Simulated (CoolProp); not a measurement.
Properties of n-pentane along the isobar 2.76 MPa.

Model: reference Helmholtz-energy equation of state, Thol 2019, in CoolProp.

| T (K) | phase | Z | cv (kJ/(kg K)) | viscosity (µPa s) | fugacity coefficient |
|---|---|---|---|---|---|
| 327.2 | liquid | 0.1229 | 1.840 | 140 | 0.06873 |
| 349.7 | liquid | ? | 1.928 | 113 | 0.1232 |
| 372.2 | liquid | 0.1181 | 2.019 | 90.2 | 0.2012 |
| 394.8 | liquid | 0.1178 | 2.115 | 71.2 | 0.3048 |
| 417.3 | liquid | 0.1195 | 2.214 | 54.7 | 0.4317 |
| 439.8 | liquid | 0.1255 | 2.325 | 39.3 | 0.5775 |
| 462.3 | gas | ? | 2.458 | 9.81 | 0.7082 |
| 484.9 | gas | 0.6812 | 2.477 | 9.96 | 0.7564 |
| 507.4 | gas | 0.7480 | 2.531 | 10.4 | 0.7932 |
| 529.9 | gas | 0.7942 | 2.596 | ? | 0.8229 |
| 552.4 | gas | 0.8289 | 2.664 | 11.3 | 0.8475 |
| 575 | gas | 0.8562 | 2.734 | 11.9 | 0.8683 |
| 597.5 | gas | 0.8781 | 2.804 | 12.4 | 0.8859 |
| 620 | gas | ? | 2.873 | 12.9 | 0.9010 |

Q: Fill in the missing entries.

A: 
- 349.7, Z: 0.1199
- 462.3, Z: 0.5616
- 529.9, viscosity (µPa s): 10.8
- 620, Z: 0.8961

Viscosity comes from a separate model (Quiñones-Cisneros 2006), older than the equation that it now runs on, and unchecked against measurements.
